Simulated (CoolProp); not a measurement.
Vapour-liquid equilibrium of R134a (1) + R236FA (2) at 16.45 °C; x and y are mole fractions of (1).

Model: multi-fluid Helmholtz-energy mixture model, Tillner-Roth 1994 and Pan 2012; pair parameters Bell 2016, in CoolProp.

```
x     bubble pressure (kPa)  y at the bubble point  dew pressure at overall composition x (kPa)  liquid density (mol/L)
----  ---------------------  ---------------------  -------------------------------------------  ----------------------
0.05                  216.7                  0.108                                        208.8                   9.252
0.2                   260.2                  0.363                                        230.8                   9.625
0.35                      …                  0.550                                        257.7                       …
0.5                   350.1                  0.694                                        291.4                       …
0.65                  397.0                  0.808                                        335.0                   10.92
0.8                   445.2                  0.901                                        393.4                   11.41
0.95                  494.8                  0.977                                        475.8                   11.95
```

### Question
Fill in the missing entries.

### Answer

- 0.35, bubble pressure (kPa): 304.6
- 0.35, liquid density (mol/L): 10.02
- 0.5, liquid density (mol/L): 10.45

No azeotrope shows between x = 0.05 and 0.95.

Pair parameters are fitted to limited data, so mixtures are less certain than the pure fluids.
